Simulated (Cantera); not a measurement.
Cantera run:

```python
import numpy as np
import cantera as ct

gas_names = """
    C CH CH2 CH3 CH2OH CH3O CH4 CH3OH CN CO CO2 COOH C2 C2H CHCO,ketyl C2H2,acetylene C2H2,vinylidene
    CH2CO,ketene C2H3,vinyl CH3CN CH3CO,acetyl C2H4 C2H4O,ethylen CH3CHO,ethanal CH3COOH (HCOOH)2 C2H5
    C2H6 CH3OCH3 C2H5OH CCN CNC C2N2 C2O C3 C3H3,propargyl C3H4,allene C3H4,propyne C3H4,cyclo-
    C3H5,allyl C3H6,propylene C3H6,cyclo- C3H6O C3H7,n-propyl C3H7,i-propyl C3H8 C3H8O,1propanol
    C3H8O,2propanol C3O2 C4 C4H2 C4H4,1,3-cyclo- C4H6,butadiene C4H6,2-butyne C4H6,cyclo- C4H8,1-butene
    C4H8,cis2-buten C4H8,tr2-butene C4H8,isobutene C4H8,cyclo- (CH3COOH)2 C4H9,n-butyl C4H9,i-butyl
    C4H9,s-butyl C4H9,t-butyl C4H10,isobutane C4H10,n-butane C4N2 C5 C5H6,1,3cyclo- C5H8,cyclo-
    C5H10,1-pentene C5H10,cyclo- C5H11,pentyl C5H11,t-pentyl C5H12,n-pentane C5H12,i-pentane
    CH3C(CH3)2CH3 C6H2 C6H5,phenyl C6H5O,phenoxy C6H6 C6H5OH,phenol C6H10,cyclo- C6H12,1-hexene
    C6H12,cyclo- C6H13,n-hexyl C7H7,benzyl C7H8 C7H8O,cresol C7H14,1-heptene C7H15,n-heptyl
    C7H16,n-heptane C8H8,styrene C8H10,ethylbenz C8H16,1-octene C8H17,n-octyl C8H18,isooctane
    C8H18,n-octane C9H19,n-nonyl C10H8,naphthale C10H21,n-decyl C12H9,o-bipheny C12H10,bipheny Fe FeC5O5
    FeO Fe(OH)2 H HCN HCO HCCN HNC HNCO HNO HNO2 HNO3 HO2 H2 HCHO,formaldehy HCOOH H2O H2O2 N NCO NH NH2
    NH3 NH2OH NO NO2 NO3 N2 N2H2 N2H4 N2O O OH O2 O3
""".split()
cond_names = """
    C(gr) C6H6(L) C7H8(L) C8H18(L),n-octa Fe(a) Fe(c) Fe(d) Fe(L) FeC5O5(L) FeO(s) FeO(L) Fe(OH)2(s)
    Fe(OH)3(s) Fe2O3(s) Fe3O4(s) H2O(s) H2O(L)
""".split()


def load(file, names, dense=False):
    # The tables refer to 1 bar. Condensed volumes are neglected.
    table = {s.name: s for s in ct.Species.list_from_file(file)}
    out = []
    for n in names:
        d = dict(table[n].input_data)
        d["thermo"] = dict(d["thermo"], **{"reference-pressure": 1e5})
        if dense:
            d["equation-of-state"] = {"model": "constant-volume", "density": "1e6 g/cm^3"}
        out.append(ct.Species.from_dict(d))
    return out


gas = ct.Solution(thermo="ideal-gas", species=load("nasa_gas.yaml", gas_names))
cond = {s.name: ct.Solution(thermo="fixed-stoichiometry", species=[s], name=s.name)
        for s in load("nasa_condensed.yaml", cond_names, dense=True)}
atoms = {
    'Fe2O3': {'Fe': 2, 'O': 3},
    'CH4': {'C': 1, 'H': 4},
    'N2': {'N': 2},
}
top_T = {'C(gr)': 4500, 'Fe2O3(s)': 1830, 'Fe3O4(s)': 1870}  # K; cautious upper limits of use, not melting points


def equilibrate(T, P, feed):
    n = {}
    for name, mol in feed.items():
        for a, k in atoms[name].items():
            n[a] = n.get(a, 0.0) + k * mol
    gas.TPX = T, P, n
    mass = sum(n.values()) * gas.mean_molecular_weight
    gas.equilibrate("TP")
    valid = [c for c in cond.values() if c.min_temp <= T <= top_T.get(c.name, c.max_temp)]
    mix = ct.Mixture([(gas, mass / gas.mean_molecular_weight)] + [(c, 0.0) for c in valid])
    mix.T, mix.P = T, P
    mix.equilibrate("TP", solver="vcs", rtol=1e-11, max_steps=5000)
    return mix


results = []
T = 973  # K
P = 80  # Pa
for m in [0.48, 0.58, 0.71, 0.85, 1, 1.2, 1.5, 1.8, 2.2, 2.7, 3.2, 3.9, 4.7]:
    feed = {'Fe2O3': 1, 'CH4': m, 'N2': 1.8}  # mol
    mix = equilibrate(T, P, feed)
    results.append((T, P, feed, dict(zip(mix.species_names, mix.species_moles))))
    x = sorted(zip(gas.X, gas.species_names), reverse=True)
    print(f"T = {T:g} K  P = {P:g} Pa  n(CH4) = {m:g} mol  gas = {mix.phase_moles(0):.4g} mol")
    print("   x: " + "  ".join(f"{s} {v:.3e}" for v, s in x if v > 1e-05))
    print("   condensed (mol): " + ("  ".join(f"{mix.phase(i).name} {mix.phase_moles(i):.4g}"
          for i in range(1, mix.n_phases) if mix.phase_moles(i) > 1e-12) or "none"))
```

Result:

```
T = 973 K  P = 80 Pa  n(CH4) = 0.48 mol  gas = 3.24 mol
   x: N2 5.556e-01  H2 2.004e-01  H2O 9.594e-02  CO 8.359e-02  CO2 6.455e-02
   condensed (mol): FeO(s) 2
T = 973 K  P = 80 Pa  n(CH4) = 0.58 mol  gas = 3.54 mol
   x: N2 5.085e-01  H2 2.585e-01  CO 1.144e-01  H2O 6.922e-02  CO2 4.942e-02
   condensed (mol): FeO(s) 2
T = 973 K  P = 80 Pa  n(CH4) = 0.71 mol  gas = 3.93 mol
   x: N2 4.580e-01  H2 3.097e-01  CO 1.424e-01  H2O 5.161e-02  CO2 3.826e-02
   condensed (mol): Fe(a) 0.06319  FeO(s) 1.937
T = 973 K  P = 80 Pa  n(CH4) = 0.85 mol  gas = 4.35 mol
   x: N2 4.138e-01  H2 3.350e-01  CO 1.540e-01  H2O 5.582e-02  CO2 4.139e-02
   condensed (mol): Fe(a) 0.2728  FeO(s) 1.727
T = 973 K  P = 80 Pa  n(CH4) = 1 mol  gas = 4.8 mol
   x: N2 3.750e-01  H2 3.572e-01  CO 1.642e-01  H2O 5.951e-02  CO2 4.412e-02
   condensed (mol): Fe(a) 0.4975  FeO(s) 1.503
T = 973 K  P = 80 Pa  n(CH4) = 1.2 mol  gas = 5.4 mol
   x: H2 3.810e-01  N2 3.333e-01  CO 1.752e-01  H2O 6.348e-02  CO2 4.707e-02
   condensed (mol): Fe(a) 0.7969  FeO(s) 1.203
T = 973 K  P = 80 Pa  n(CH4) = 1.5 mol  gas = 6.3 mol
   x: H2 4.082e-01  N2 2.857e-01  CO 1.877e-01  H2O 6.801e-02  CO2 5.043e-02
   condensed (mol): Fe(a) 1.246  FeO(s) 0.7538
T = 973 K  P = 80 Pa  n(CH4) = 1.8 mol  gas = 7.2 mol
   x: H2 4.286e-01  N2 2.500e-01  CO 1.971e-01  H2O 7.141e-02  CO2 5.295e-02
   condensed (mol): Fe(a) 1.695  FeO(s) 0.3046
T = 973 K  P = 80 Pa  n(CH4) = 2.2 mol  gas = 8.4 mol
   x: H2 4.696e-01  CO 2.208e-01  N2 2.143e-01  H2O 5.417e-02  CO2 4.107e-02
   condensed (mol): Fe(a) 2
T = 973 K  P = 80 Pa  n(CH4) = 2.7 mol  gas = 9.9 mol
   x: H2 5.285e-01  CO 2.593e-01  N2 1.818e-01  H2O 1.692e-02  CO2 1.339e-02
   condensed (mol): Fe(a) 2
T = 973 K  P = 80 Pa  n(CH4) = 3.2 mol  gas = 11.2 mol
   x: H2 5.714e-01  CO 2.677e-01  N2 1.607e-01  H2O 7.611e-05  CO2 5.751e-05  CH4 3.356e-05
   condensed (mol): C(gr) 0.2011  Fe(a) 2
T = 973 K  P = 80 Pa  n(CH4) = 3.9 mol  gas = 12.6 mol
   x: H2 6.190e-01  CO 2.380e-01  N2 1.429e-01  H2O 7.329e-05  CO2 4.544e-05  CH4 3.939e-05
   condensed (mol): C(gr) 0.901  Fe(a) 2
T = 973 K  P = 80 Pa  n(CH4) = 4.7 mol  gas = 14.2 mol
   x: H2 6.619e-01  CO 2.112e-01  N2 1.268e-01  H2O 6.955e-05  CH4 4.504e-05  CO2 3.578e-05
   condensed (mol): C(gr) 1.701  Fe(a) 2
```

Equilibrium computed with Cantera from the NASA thermochemical tables; the gas is ideal and each condensed phase is pure. The tables' stoichiometric FeO is somewhat more stable than real wüstite, so its field is too wide. FeO: taken at fixed stoichiometry. Condensed phases not in the tables: cementite and carbon dissolved in iron.
